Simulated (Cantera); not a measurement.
Input: 1 mol Si(CH3)4, 0.091 mol CH4, 160 mol H2, at 1.70 mbar.

Cantera equilibrium calculation (NASA polynomials, part measured and part estimated; ideal gas, pure solids and liquids). Candidate condensed phases: C, C6H6, C7H8, C8H18, Si, SiC; 87 gas species. Gases not in the tables: Si2H6 and higher silanes. The numbers say what is thermodynamically allowed, not how fast it happens.

x: gas mole fraction; n: condensed amount in mol.

| T (K) | x H2 | x H | x Si | x C2H2 (acetylene) | x SiC2 | x Si2C | x SiH | n C(graphite) | n SiC(s) |
|---|---|---|---|---|---|---|---|---|---|
| 1275 | 1.000 | 1.79e-5 | 2.94e-11 | 3.84e-7 | <1e-12 | <1e-12 | 1.16e-11 | 3.09 | 1.00 |
| 1350 | 1.000 | 5.78e-5 | 4.46e-10 | 1.24e-6 | <1e-12 | <1e-12 | 1.17e-10 | 3.09 | 1.00 |
| 1425 | 1.000 | 0.000165 | 5.07e-9 | 3.52e-6 | 4.50e-12 | 4.14e-12 | 9.29e-10 | 3.09 | 1.000 |
| 1500 | 1.000 | 0.000427 | 4.51e-8 | 9.02e-6 | 7.88e-11 | 6.87e-11 | 5.97e-9 | 3.09 | 1.000 |
| 1575 | 0.999 | 0.00101 | 3.25e-7 | 2.11e-5 | 1.05e-9 | 8.68e-10 | 3.20e-8 | 3.08 | 1.000 |
| 1650 | 0.998 | … | … | … | … | … | … | 3.08 | 1.000 |
| 1725 | 0.995 | … | … | … | … | … | … | 3.06 | 0.998 |
| 1800 | 0.991 | 0.00865 | 4.50e-5 | 0.000174 | 6.56e-7 | 4.78e-7 | 2.11e-6 | 3.04 | 0.992 |
| 1875 | 0.984 | 0.0158 | 0.000178 | 0.000312 | 3.95e-6 | 2.77e-6 | 6.76e-6 | 3.02 | 0.967 |
| 1950 | 0.971 | 0.0274 | 0.000635 | 0.000531 | 2.07e-5 | 1.40e-5 | 1.98e-5 | 3.02 | 0.881 |
| 2025 | 0.951 | 0.0455 | 0.00206 | 0.000861 | 9.55e-5 | 6.26e-5 | 5.30e-5 | 3.15 | 0.601 |
| 2100 | 0.921 | 0.0725 | 0.00499 | 0.00133 | 0.000321 | 0.000166 | 0.000107 | 3.49 | 0 |
| 2175 | 0.881 | 0.111 | 0.00496 | 0.00197 | 0.000433 | 7.85e-5 | 8.92e-5 | 3.22 | 0 |
| 2250 | 0.828 | 0.164 | 0.00479 | 0.00277 | 0.000554 | 3.66e-5 | 7.22e-5 | 2.86 | 0 |

Question: Fill in the missing entries.

Answer: 
- 1725, x H: 0.00449
- 1725, x Si: 1.01e-5
- 1725, x C2H2 (acetylene): 9.17e-5
- 1725, x SiC2: 9.27e-8
- 1725, x Si2C: 7.03e-8
- 1725, x SiH: 5.91e-7
- 1650, x H: 0.00220
- 1650, x Si: 1.96e-6
- 1650, x C2H2 (acetylene): 4.55e-5
- 1650, x SiC2: 1.09e-8
- 1650, x Si2C: 8.65e-9
- 1650, x SiH: 1.47e-7
